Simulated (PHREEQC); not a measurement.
A column of 1 m (30 cells, dispersivity 0.035 m, 60 s a shift, diffusion coefficient 3e-10 m²/s) holds 0.02 eq of the database's cation exchanger X per kg of pore water, first in equilibrium with 26 mmol/kgw KBr and 0.01 mmol/kgw HCl. It is flushed with 0.0052 mol/kgw MnCl2 and 1e-05 mol/kgw HCl, at 15 °C. Values are for the last cell. CO2 from the air is kept out. No solid was allowed to form.

Base run: PHREEQC, ion-association model, phreeqc.dat. Each further column changes one thing. The table gives K in solution (mol/kgw).

```csv
pore volumes,base,exchange capacity from 0.02 to 0.01 eq/kgw,dispersivity from 0.035 to 0.07 m
0,0.0260,0.0260,0.0260
0.6167,0.0253,0.0253,0.0241
1.217,0.0134,0.0134,0.0141
1.817,0.0105,0.00687,0.0109
2.417,0.0103,0.000777,0.00921
3.017,0.00303,6.89e-5,0.00343
3.617,0.000435,5.62e-6,0.00107
4.217,6.34e-5,4.36e-7,0.000330
4.817,9.30e-6,3.28e-8,0.000103
5.417,1.36e-6,2.42e-9,3.20e-5
6.017,1.99e-7,1.76e-10,1.00e-5
```
